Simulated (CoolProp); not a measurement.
Propylene along the isotherm 310.1 K: density (kg/m³) from the reference equation and from simpler models built on Tc = 364.2 K, pc = 4555 kPa, ω = 0.146; each cubic takes its own stable root.

The numbers come from the reference Helmholtz-energy equation of state, Lemmon 2013 in CoolProp.

```csv
p (kPa),phase,reference
144,gas,2.394
233,gas,3.919
376,gas,6.450
607,gas,10.78
981,gas,18.57
1590,liquid,484.8
2560,liquid,489.0
4140,liquid,495.2
6690,liquid,503.9
10800,liquid,515.5
17500,liquid,530.6
28200,liquid,549.3
45500,liquid,572.1
```

Problem. How far does each simpler model (van der Waals, Redlich-Kwong, Soave-Redlich-Kwong, Peng-Robinson) lie from the reference over these 13 states: mean and median of the absolute difference, and the worst?

Solution. 
- van der Waals: mean 25.4 %, median 29.7 %, worst -93.5 % at 310.1 K and 1590 kPa
- Redlich-Kwong: mean 11.7 %, median 5.0 %, worst -93.1 % at 310.1 K and 1590 kPa
- Soave-Redlich-Kwong: mean 4.5 %, median 4.2 %, worst -10.6 % at 310.1 K and 1590 kPa
- Peng-Robinson: mean 2.9 %, median 2.0 %, worst +8.0 % at 310.1 K and 45500 kPa

At some of these states van der Waals, Redlich-Kwong gives the other phase, because its saturation line lies elsewhere.
